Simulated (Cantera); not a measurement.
Cantera run:

```python
import numpy as np
import cantera as ct

gas_names = [...]  # 121 gases of nasa_gas.yaml made of Al, C, H, O
cond_names = """
    AL(cr) AL(L) AL2O3(a) AL2O3(L) C(gr) C6H6(L) C7H8(L) C8H18(L),n-octa H2O(s) H2O(L)
""".split()


# ... load() reads the species with a 1 bar reference pressure and builds the phases ...
atoms = {
    'Al(CH3)3': {'AL': 1, 'C': 3, 'H': 9},
    'O2': {'O': 2},
    'H2': {'H': 2},
}
top_T = {'C(gr)': 4500}  # K; cautious upper limits of use, not melting points


# ... equilibrate(T, P, feed) seeds the gas with the atoms and calls Mixture.equilibrate('TP', solver="vcs", rtol=1e-11, max_steps=5000) ...
results = []
feed = {'Al(CH3)3': 1, 'O2': 29, 'H2': 1.5}  # mol
P = 10000  # Pa
for T in [875, 975, 1075, 1175, 1275, 1375, 1475, 1575, 1675, 1775, 1875, 1975, 2075]:
    mix = equilibrate(T, P, feed)
    results.append((T, P, feed, dict(zip(mix.species_names, mix.species_moles))))
    x = sorted(zip(gas.X, gas.species_names), reverse=True)
    print(f"T = {T:g} K  P = {P:g} Pa  gas = {mix.phase_moles(0):.4g} mol")
    print("   x: " + "  ".join(f"{s} {v:.3e}" for v, s in x if v > 0.0001))
    print("   condensed (mol): " + ("  ".join(f"{mix.phase(i).name} {mix.phase_moles(i):.4g}"
          for i in range(1, mix.n_phases) if mix.phase_moles(i) > 1e-12) or "none"))
```

Output:

```
T = 875 K  P = 10000 Pa  gas = 31.25 mol
   x: O2 7.120e-01  H2O 1.920e-01  CO2 9.600e-02
   condensed (mol): AL2O3(a) 0.5
T = 975 K  P = 10000 Pa  gas = 31.25 mol
   x: O2 7.120e-01  H2O 1.920e-01  CO2 9.600e-02
   condensed (mol): AL2O3(a) 0.5
T = 1075 K  P = 10000 Pa  gas = 31.25 mol
   x: O2 7.120e-01  H2O 1.920e-01  CO2 9.600e-02
   condensed (mol): AL2O3(a) 0.5
T = 1175 K  P = 10000 Pa  gas = 31.25 mol
   x: O2 7.120e-01  H2O 1.920e-01  CO2 9.600e-02
   condensed (mol): AL2O3(a) 0.5
T = 1275 K  P = 10000 Pa  gas = 31.25 mol
   x: O2 7.120e-01  H2O 1.920e-01  CO2 9.600e-02
   condensed (mol): AL2O3(a) 0.5
T = 1375 K  P = 10000 Pa  gas = 31.25 mol
   x: O2 7.120e-01  H2O 1.920e-01  CO2 9.600e-02
   condensed (mol): AL2O3(a) 0.5
T = 1475 K  P = 10000 Pa  gas = 31.25 mol
   x: O2 7.119e-01  H2O 1.919e-01  CO2 9.599e-02  OH 2.096e-04
   condensed (mol): AL2O3(a) 0.5
T = 1575 K  P = 10000 Pa  gas = 31.25 mol
   x: O2 7.118e-01  H2O 1.917e-01  CO2 9.598e-02  OH 4.868e-04
   condensed (mol): AL2O3(a) 0.5
T = 1675 K  P = 10000 Pa  gas = 31.26 mol
   x: O2 7.115e-01  H2O 1.914e-01  CO2 9.595e-02  OH 1.022e-03
   condensed (mol): AL2O3(a) 0.5
T = 1775 K  P = 10000 Pa  gas = 31.27 mol
   x: O2 7.109e-01  H2O 1.909e-01  CO2 9.588e-02  OH 1.972e-03  O 2.553e-04
   condensed (mol): AL2O3(a) 0.5
T = 1875 K  P = 10000 Pa  gas = 31.29 mol
   x: O2 7.100e-01  H2O 1.899e-01  CO2 9.572e-02  OH 3.541e-03  O 6.409e-04  CO 1.557e-04
   condensed (mol): AL2O3(a) 0.5
T = 1975 K  P = 10000 Pa  gas = 31.33 mol
   x: O2 7.082e-01  H2O 1.883e-01  CO2 9.537e-02  OH 5.980e-03  O 1.466e-03  CO 3.835e-04  H2 1.686e-04
   condensed (mol): AL2O3(a) 0.5
T = 2075 K  P = 10000 Pa  gas = 31.4 mol
   x: O2 7.054e-01  H2O 1.859e-01  CO2 9.469e-02  OH 9.569e-03  O 3.096e-03  CO 8.622e-04  H2 3.487e-04  H 1.573e-04
   condensed (mol): AL2O3(a) 0.5
```

Cantera equilibrium calculation (NASA polynomials, part measured and part estimated; ideal gas, pure solids and liquids). The feed counts by its element totals alone. Gases not in the tables: Al(OH)3.
